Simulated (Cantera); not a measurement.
**HgO + H2 (iron carbonyl, mercury and lead vapours)**

Input: 1 mol HgO, a varied amount of H2, at 1325 K and 101000 Pa.

Cantera equilibrium calculation (NASA polynomials, part measured and part estimated; ideal gas, pure solids and liquids). Candidate condensed phases: H2O, Hg, HgO; 10 gas species. Rates play no part.

| n(H2) (mol) | x H2 | x Hg | x H2O | x O2 | x OH | x H | x O | x HO2 |
|---|---|---|---|---|---|---|---|---|
| 0.29 | 5.06e-8 | 0.608 | 0.176 | 0.216 | 1.86e-5 | 3.65e-10 | 1.27e-7 | 6.45e-8 |
| 0.39 | 7.23e-8 | 0.590 | 0.230 | 0.180 | 2.03e-5 | 4.37e-10 | 1.16e-7 | 6.43e-8 |
| 0.53 | 1.10e-7 | 0.567 | 0.300 | 0.133 | 2.15e-5 | 5.38e-10 | 9.98e-8 | 5.86e-8 |
| 0.71 | 1.82e-7 | 0.539 | 0.383 | 0.0782 | 2.12e-5 | 6.94e-10 | 7.65e-8 | 4.43e-8 |
| 0.95 | 5.70e-7 | 0.506 | 0.481 | 0.0127 | 1.51e-5 | 1.23e-9 | 3.08e-8 | 1.27e-8 |
| 1.3 | 0.130 | 0.435 | 0.435 | <1e-12 | 2.85e-8 | 5.87e-7 | <1e-12 | <1e-12 |
| 1.7 | 0.259 | 0.370 | 0.370 | <1e-12 | 1.72e-8 | 8.27e-7 | <1e-12 | <1e-12 |
| 2.3 | 0.394 | 0.303 | 0.303 | <1e-12 | 1.14e-8 | 1.02e-6 | <1e-12 | <1e-12 |
| 3 | 0.500 | 0.250 | 0.250 | <1e-12 | 8.38e-9 | 1.15e-6 | <1e-12 | <1e-12 |
| 4.1 | 0.608 | 0.196 | 0.196 | <1e-12 | 5.96e-9 | 1.27e-6 | <1e-12 | <1e-12 |
| 5.4 | 0.687 | 0.156 | 0.156 | <1e-12 | 4.47e-9 | 1.35e-6 | <1e-12 | <1e-12 |
| 7.3 | 0.759 | 0.120 | 0.120 | <1e-12 | 3.28e-9 | 1.42e-6 | <1e-12 | <1e-12 |
| 9.7 | 0.813 | 0.0935 | 0.0935 | <1e-12 | 2.46e-9 | 1.46e-6 | <1e-12 | <1e-12 |
x: gas mole fraction; nothing condenses.

From 0.29 mol H2 to 9.7 mol H2 nothing is condensed. The main Hg-bearing gas is Hg throughout.
